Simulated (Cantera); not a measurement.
Charge: 1 mol Si3N4, 56 mol HCl, equilibrated at 2048 K and 0.000140 bar.

These are equilibrium values from Cantera (NASA tables, ideal gas, pure condensed phases), not measurements of a reactor. Candidate condensed phases: NH4Cl, Si, Si3N4; 28 gas species. The tables' values for SiCl, SiCl3 are old estimates; treat these amounts as uncertain. Equilibrium is a limit: real reactors are often held back by kinetics, nucleation or transport.

Base state: HCl 0.528, Cl 0.217, H2 0.116, H 0.0645, SiCl2 0.0386, N2 0.0295, Si 0.00382, SiCl 0.00166 (mole fractions); condensed: gas only.

**Question.** What changes in the equilibrium state with this change: temperature from 2048 K to 1973.15 K?

**Answer.** 
```tsv
species	before	after
HCl	0.528	0.617
Cl	0.217	0.161
H2	0.116	0.107
H	0.0645	0.0373
SiCl2	0.0386	0.0443
N2	0.0295	0.0310
Si	0.00382	0.00114
SiCl	0.00166	0.000859
SiCl3	0.000138	0.000250
```

**Question.** What changes in the equilibrium state with this change: HCl from 56 to 13 mol?

**Answer.** 
```json
[
 {"species": "HCl", "before": "0.528", "after": "0.357"},
 {"species": "H2", "before": "0.116", "after": "0.156"},
 {"species": "Cl", "before": "0.217", "after": "0.126"},
 {"species": "SiCl2", "before": "0.0386", "after": "0.125"},
 {"species": "Si", "before": "0.00382", "after": "0.0366"},
 {"species": "N2", "before": "0.0295", "after": "0.114"},
 {"species": "H", "before": "0.0645", "after": "0.0748"},
 {"species": "Si2", "before": "3.13e-7", "after": "2.88e-5"},
 {"species": "SiN", "before": "1.80e-6", "after": "3.41e-5"},
 {"species": "SiH", "before": "9.35e-6", "after": "0.000104"},
 {"species": "SiCl", "before": "0.00166", "after": "0.00927"}
]
```
The tables' values for SiCl, SiCl3, SiN are old estimates; treat these amounts as uncertain.

**Question.** What changes in the equilibrium state with this change: HCl from 56 to 8.3 mol?

**Answer.** 
```
species   before     after
-------  -------  --------
HCl        0.528     0.267
H2         0.116     0.162
N2        0.0295     0.161
Cl         0.217    0.0928
Si       0.00382    0.0794
SiCl     0.00166    0.0148
SiCl2     0.0386     0.146
H         0.0645    0.0762
Si2N     1.60e-8   1.62e-5
Si2      3.13e-7  0.000136
SiN      1.80e-6   8.77e-5
SiH      9.35e-6  0.000230
```
The tables' values for SiCl, SiCl3, SiN are old estimates; treat these amounts as uncertain.
